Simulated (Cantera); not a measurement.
**Equilibrium for silicon oxide and oxynitride deposition: SiH2Cl2 + H2O**

Input: 1 mol SiH2Cl2, 3.2 mol H2O, equilibrated at 13300 Pa.

Equilibrium computed with Cantera from the NASA thermochemical tables; the gas is ideal and each condensed phase is pure. Candidate condensed phases: H2O, Si, SiO2; 30 gas species. The tables hold silica as quartz up to 1696 K and as liquid above; real silica turns to tridymite and cristobalite and melts near 1996 K. Gases not in the tables: Si(OH)4. Kinetics and transport are ignored.

| T (K) | log p HCl | log p H2 | log p H2O | log p H | log p SiO | log p Cl | n SiO2(α-quartz) | n SiO2(β-quartz) | n SiO2(condensed) | n SiO2(l) |
|---|---|---|---|---|---|---|---|---|---|---|
| 750 | -1.29 | -1.29 | -1.51 | <-12 | <-12 | <-12 | 1.00 | 0 | 0 | 0 |
| 900 | -1.29 | -1.29 | -1.51 | -10.58 | <-12 | -10.59 | 0 | 1.00 | 0 | 0 |
| 1050 | -1.29 | -1.29 | -1.51 | -8.74 | <-12 | -8.78 | 0 | 1.00 | 0 | 0 |
| 1200 | -1.29 | -1.29 | -1.51 | -7.35 | <-12 | -7.41 | 0 | 1.00 | 0 | 0 |
| 1350 | -1.29 | -1.29 | -1.51 | -6.27 | -10.64 | -6.35 | 0 | 1.00 | 0 | 0 |
| 1500 | -1.29 | -1.29 | -1.51 | -5.40 | -8.54 | -5.49 | 0 | 1.00 | 0 | 0 |
| 1650 | -1.29 | -1.29 | -1.51 | -4.69 | -6.84 | -4.79 | 0 | 1.000 | 0 | 0 |
| 1800 | -1.29 | -1.29 | -1.51 | -4.09 | -5.44 | -4.21 | 0 | 0 | 1.000 | 0 |
| 1950 | -1.29 | -1.29 | -1.51 | -3.59 | -4.27 | -3.71 | 0 | 0 | 0.998 | 0 |
| 2100 | -1.30 | -1.30 | -1.51 | -3.16 | -3.29 | -3.29 | 0 | 0 | 0 | 0.980 |
log p: log10 of the partial pressure in bar; n: condensed amount in mol.

At 750 K the condensed part is SiO2(α-quartz). From 900 K to 1650 K the condensed part is SiO2(β-quartz). From 1800 K to 1950 K the condensed part is SiO2(condensed). At 2100 K the condensed part is SiO2(l).
